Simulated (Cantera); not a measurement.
Input: 1 mol SiH₂Cl₂, 0.13 mol HCl, 420 mol H₂, equilibrated at 1200 °C and 10.0 Torr.

Cantera equilibrium calculation (NASA polynomials, part measured and part estimated; ideal gas, pure solids and liquids). Candidate condensed phases: Si; 19 gas species. Equilibrium is a limit: real reactors are often held back by kinetics, nucleation or transport.

Base state: H₂ 0.995, HCl 0.00489, H 0.000109, SiCl₂ 7.57e-5 (mole fractions); condensed: Si(s).

Problem. What changes in the equilibrium state with this change: H₂ from 420 to 96 mol?

Solution. 
| species | before | after |
|---|---|---|
| H₂ | 0.995 | 0.979 |
| HCl | 0.00489 | 0.0193 |
| SiCl₂ | 7.57e-5 | 0.00119 |
| H | 0.000109 | 0.000109 |
| Si(s), mol | 0.967 | 0.882 |
